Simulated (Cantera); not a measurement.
## SiO2 + H2 (hydrogen reduction and annealing atmospheres)

Feed: 1 mol SiO2, 2000 mol H2, held at 475 °C and 1.30 bar.

These are equilibrium values from Cantera (NASA tables, ideal gas, pure condensed phases), not measurements of a reactor. Candidate condensed phases: H2O, Si, SiO2; 18 gas species. Rates play no part.

```
Property                            Result
--------------------------------  --------
x(H2)                                 1.00
n(SiO2(α-quartz))                 1.00 mol
gas amount                        2000 mol
log10 activity of Si(s) (absent)     -4.17
```
